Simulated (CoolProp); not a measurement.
Saturated liquid density (kg/m³) of n-perfluorohexane: the reference equation beside estimates from Tc = 448.0 K, pc = 1742 kPa, ω = 0.497.

Model: reference Helmholtz-energy equation of state, Gao 2022, in CoolProp.

```
T (K)  reference  Redlich-Kwong  Soave-Redlich-Kwong
-----  ---------  -------------  -------------------
326.8       1589           1265                 1372
332         1573            [?]                 1356
337.2       1556            [?]                 1338
342.4       1539           1211                 1320
347.6       1521           1192                 1301
352.8       1503           1173                 1282
358         1484           1153                  [?]
363.2       1465           1132                 1240
368.4       1445           1110                 1218
373.6       1424            [?]                 1194
378.8       1403           1065                 1170
```

**Question.** Some entries are withheld; supply them.

**Answer.** 
- 332, Redlich-Kwong: 1248
- 337.2, Redlich-Kwong: 1230
- 358, Soave-Redlich-Kwong: 1261
- 373.6, Redlich-Kwong: 1088

Absolute difference from the reference over all 11 rows, mean and median: Redlich-Kwong 22.1 and 22.0 %, Soave-Redlich-Kwong 14.9 and 14.7 %.
